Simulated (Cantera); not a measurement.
**Thermodynamics of silicon epitaxy and polysilicon growth, feed SiHCl₃ + Cl₂ + H₂ + HCl**

A closed system holds: 1 mol SiHCl₃, 0.048 mol Cl₂, 19 mol H₂, 0.41 mol HCl, equilibrated at 10.0 mbar.

Method: chemical equilibrium by Gibbs-energy minimisation in Cantera with the NASA 1993 tables (ideal gas, pure condensed phases). Candidate condensed phases: Si; 19 gas species. The tables' values for SiCl₃, SiCl are old estimates; treat these amounts as uncertain. Kinetics and transport are ignored.

```csv
T (K),x H₂,x HCl,x SiCl₂,x SiCl₄,x SiHCl₃,x SiCl₃,n Si(s)
1000,0.935,0.0271,0.00133,0.0286,0.00697,0.00125,0.205
1050,0.925,0.0388,0.00305,0.0247,0.00611,0.00204,0.249
1100,0.914,0.0525,0.00615,0.0196,0.00504,0.00295,0.290
1150,0.901,0.0667,0.0109,0.0138,0.00380,0.00371,0.319
1200,0.889,0.0792,0.0166,0.00833,0.00254,0.00397,0.331
1250,0.880,0.0880,0.0221,0.00423,0.00150,0.00361,0.328
1300,0.875,0.0928,0.0262,0.00189,0.000811,0.00289,0.319
1350,0.873,0.0948,0.0290,0.000797,0.000420,0.00215,0.307
1400,0.872,0.0953,0.0308,0.000337,0.000218,0.00156,0.295
1450,0.871,0.0951,0.0320,0.000147,0.000116,0.00113,0.283
1500,0.871,0.0946,0.0330,6.66e-5,6.36e-5,0.000832,0.272
1550,0.871,0.0939,0.0337,3.16e-5,3.61e-5,0.000619,0.262
1600,0.871,0.0931,0.0343,1.57e-5,2.12e-5,0.000467,0.252
1650,0.871,0.0924,0.0348,8.09e-6,1.28e-5,0.000358,0.242
```
x: gas mole fraction; n: condensed amount in mol.

From 1000 K to 1650 K the condensed part is Si(s). The main Si-bearing gas is SiCl₄ at 1000 K and SiCl₂ at 1650 K. The share of Si in condensed phases is highest at 1200 K (33.1 %) and lowest at 1000 K (20.5 %).
